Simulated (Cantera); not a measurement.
Low-pressure radical oxidation in H2/O2

A perfectly stirred reactor is fed with 12.3 % H2, 87.7 % O2, equivalence ratio 0.070, at 1330 Pa; it is held at 1373 K, and followed from long to short residence time.

Cantera simulation using the H2/O2 subset of GRI-Mech 3.0, which has no nitrogen chemistry; the numbers are that mechanism's predictions, not measurements. Radical loss at walls, strong at low pressure, is not modelled. The temperature is held fixed by assumption; the heat of reaction is taken as removed at once.

```csv
τ (s),x H2,x O2,x H2O,x O,x HO2,x H2O2,x H
1.4,0.000357,0.863,0.128,0.00427,1.75e-6,7.18e-8,0.000435
0.73,0.000539,0.861,0.127,0.00650,2.20e-6,8.58e-8,0.000818
0.38,0.000805,0.857,0.126,0.00981,2.67e-6,1.01e-7,0.00152
0.20,0.00118,0.852,0.124,0.0145,3.13e-6,1.15e-7,0.00272
0.10,0.00173,0.844,0.121,0.0214,3.57e-6,1.29e-7,0.00492
0.052,0.00241,0.834,0.117,0.0298,3.90e-6,1.40e-7,0.00811
0.027,0.00322,0.823,0.112,0.0393,4.10e-6,1.46e-7,0.0123
0.014,0.00413,0.812,0.107,0.0483,4.21e-6,1.50e-7,0.0170
0.0072,0.00524,0.804,0.103,0.0552,4.25e-6,1.53e-7,0.0213
0.0037,0.00680,0.799,0.0986,0.0587,4.27e-6,1.60e-7,0.0246
0.0019,0.00934,0.798,0.0940,0.0587,4.27e-6,1.71e-7,0.0269
```
x: mole fraction; the columns are a selection and need not sum to one.
